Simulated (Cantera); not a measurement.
An isothermal plug-flow reactor at 975 K and 210 Torr (inlet), inlet velocity 2.1 m/s, active area per volume 9800 1/m; feed CH₄ : O₂ : N₂ = 0.004 : 0.026 : 0.79 (molar parts), equivalence ratio 0.31.

Detailed kinetics in Cantera: Deutschmann's 1995 Pt surface mechanism with GRI-Mech 3.0 gas chemistry. Catalytic surfaces can have several steady states; this one follows from the mechanism file's or the stated starting coverage. Mass transfer to the wall is taken as infinitely fast.

One state of this run: x CH₄ = 4.16e-6; x O₂ = 0.0220; x H₂O = 0.00975; x CO₂ = 0.00487; x CO = 2.71e-9; θ free Pt = 0.323; θ O* = 0.676; θ OH* = 0.00120. x: gas mole fraction; θ: surface coverage.

Which value of z (m) does it belong to?
A) 0.00094
B) 0.02
C) 0.034
D) 0.0073

D, 0.0073
